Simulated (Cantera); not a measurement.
Input (Python, Cantera) and output of one run.

```python
import numpy as np
import cantera as ct

gas_names = """
    CL CL2 H HCL H2 N NH NH2 NH3 N2 N2H2 N2H4 Si SiCL SiCL2 SiCL3 SiCL4 SiH SiHCL3 SiH2 SiH2CL2 SiH3
    SiH3CL SiH4 SiN Si2 Si2N Si3
""".split()
cond_names = """
    NH4CL(a) NH4CL(b) Si(cr) Si(L) Si3N4(a)
""".split()


# ... load() reads the species with a 1 bar reference pressure and builds the phases ...
atoms = {
    'SiHCl3': {'Si': 1, 'H': 1, 'CL': 3},
    'N2': {'N': 2},
    'H2': {'H': 2},
}
top_T = {'Si3N4(a)': 2400}  # K; cautious upper limits of use, not melting points


# ... equilibrate(T, P, feed) seeds the gas with the atoms and calls Mixture.equilibrate('TP', solver="vcs", rtol=1e-11, max_steps=5000) ...
results = []
feed = {'SiHCl3': 1, 'N2': 2.1, 'H2': 0.1}  # mol
P = 30  # Pa
for T in [1750, 1775, 1800, 1825, 1850, 1875, 1900, 1925, 1950, 1975, 2000, 2025]:
    mix = equilibrate(T, P, feed)
    results.append((T, P, feed, dict(zip(mix.species_names, mix.species_moles))))

top = {s: max(r[3][s] / sum(r[3][g] for g in gas_names) for r in results) for s in gas_names}
cols = sorted((s for s in top if top[s] > 1e-06), key=lambda s: -top[s])[:9]
seen = [c for c in cond_names if any(r[3].get(c, 0) > 1e-12 for r in results)]
print("log10 of partial pressures in bar; condensed amounts in mol")
print(f"{'T/K':>10s}" + "".join(f"{s[:9]:>10s}" for s in cols + seen))
for T, P, feed, n in results:
    ng = sum(n[g] for g in gas_names)
    print(f"{T:10.4g}" + "".join(f"{np.log10(max(n[s] / ng * P / 1e5, 1e-99)):10.3f}" for s in cols)
          + "".join(f"{n.get(c, 0):10.4g}" for c in seen))
```

Result:

```
log10 of partial pressures in bar; condensed amounts in mol
       T/K        N2     SiCL2       HCL        CL        H2         H        Si      SiCL     SiCL3
      1750    -3.827    -4.157    -4.179    -5.404    -5.042    -6.154    -7.187    -6.774    -6.013
      1775    -3.828    -4.157    -4.183    -5.320    -5.033    -6.055    -6.988    -6.652    -6.072
      1800    -3.829    -4.159    -4.189    -5.239    -5.024    -5.958    -6.793    -6.533    -6.132
      1825    -3.830    -4.160    -4.195    -5.162    -5.014    -5.863    -6.601    -6.416    -6.193
      1850    -3.832    -4.163    -4.203    -5.088    -5.005    -5.771    -6.413    -6.302    -6.253
      1875    -3.833    -4.167    -4.211    -5.017    -4.996    -5.681    -6.231    -6.191    -6.313
      1900    -3.836    -4.171    -4.219    -4.947    -4.989    -5.595    -6.054    -6.086    -6.373
      1925    -3.838    -4.178    -4.228    -4.879    -4.985    -5.512    -5.885    -5.985    -6.433
      1950    -3.842    -4.187    -4.237    -4.811    -4.985    -5.433    -5.725    -5.890    -6.492
      1975    -3.846    -4.198    -4.247    -4.744    -4.988    -5.358    -5.574    -5.801    -6.551
      2000    -3.850    -4.212    -4.257    -4.677    -4.995    -5.286    -5.433    -5.719    -6.611
      2025    -3.856    -4.230    -4.268    -4.610    -5.007    -5.219    -5.302    -5.645    -6.672
```

Equilibrium computed with Cantera from the NASA thermochemical tables; the gas is ideal and each condensed phase is pure. The tables' values for SiCl, SiCl3, SiN are old estimates; treat these amounts as uncertain.
